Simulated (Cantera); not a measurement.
# Catalytic combustion on Pt

An isothermal plug-flow reactor at 1150 K and 1.00 bar (inlet), inlet velocity 0.1 m/s, active area per volume 880 1/m; feed CH₄ : O₂ : N₂ = 0.0017 : 0.016 : 0.79 (molar parts).

Detailed kinetics in Cantera: Deutschmann's 1995 Pt surface mechanism with GRI-Mech 3.0 gas chemistry. Catalytic surfaces can have several steady states; this one follows from the mechanism file's or the stated starting coverage. Mass transfer to the wall is taken as infinitely fast.

| z (m) | x CH₄ | x O₂ | x H₂O | x CO₂ | x CO | θ free Pt | θ O* |
|---|---|---|---|---|---|---|---|
| 0.0002 | 0.000751 | 0.0171 | 0.00270 | 0.00135 | 1.07e-6 | 0.487 | 0.513 |
| 0.00044 | 0.000211 | 0.0160 | 0.00377 | 0.00188 | 3.06e-7 | 0.490 | 0.509 |
| 0.00095 | 1.38e-5 | 0.0156 | 0.00417 | 0.00208 | 2.18e-8 | 0.491 | 0.508 |
| 0.002 | 5.44e-8 | 0.0156 | 0.00419 | 0.00209 | 1.25e-9 | 0.491 | 0.508 |
| 0.0044 | 1.64e-10 | 0.0156 | 0.00420 | 0.00210 | 5.82e-10 | 0.491 | 0.508 |
| 0.0095 | 6.50e-11 | 0.0156 | 0.00420 | 0.00210 | 3.76e-10 | 0.491 | 0.508 |
| 0.02 | 8.06e-12 | 0.0156 | 0.00420 | 0.00210 | 2.66e-10 | 0.491 | 0.508 |
x: gas mole fraction; θ: surface coverage.
